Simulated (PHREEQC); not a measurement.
A made-up water analysis in mmol/kgw, 25 °C, pH 3.48, pe 9.9: Na 0.982; K 0.691; Ca 2.45; Mg 1.77; Cl 1.23; S(6) 4.79; Li 0.00564; Sr 0.016; Mn(2) 0.00128.

Na is adjusted to close the charge balance.
Valence states are taken as typed.

All values are PHREEQC results (ion-association model, wateq4f.dat), not measurements.

Each row changes one thing in this solution. Precipitation was switched off in this run.

```
case                                               ionic strength (mol/kgw)  SO4-2 (mol/kgw)  Ca+2 (mol/kgw)  Mg+2 (mol/kgw)  CaSO4 (mol/kgw)  MgSO4 (mol/kgw)  SI of Gypsum (CaSO4:2H2O)  SI of Halite (NaCl)
-------------------------------------------------  ------------------------  ---------------  --------------  --------------  ---------------  ---------------  -------------------------  -------------------
as made                                                              0.0157          0.00370         0.00192         0.00133         0.000534         0.000440                      -0.99                -7.53
all concentrations times 3 at the same typed pH                      0.0419          0.00980         0.00502         0.00341          0.00233          0.00190                      -0.35                -6.54
S(6) from 4.79 to 9.58 mmol/kgw                                      0.0278          0.00779         0.00168         0.00115         0.000765         0.000623                      -0.83                -6.61
temperature from 25 to 75 °C at the same typed pH                    0.0137          0.00311         0.00183        0.000982         0.000614         0.000788                      -0.97                -7.70
```

Species that the database lacks are ignored. Away from 25 °C the constants follow the database's enthalpies or fits; those with neither stay at their 25 °C values.
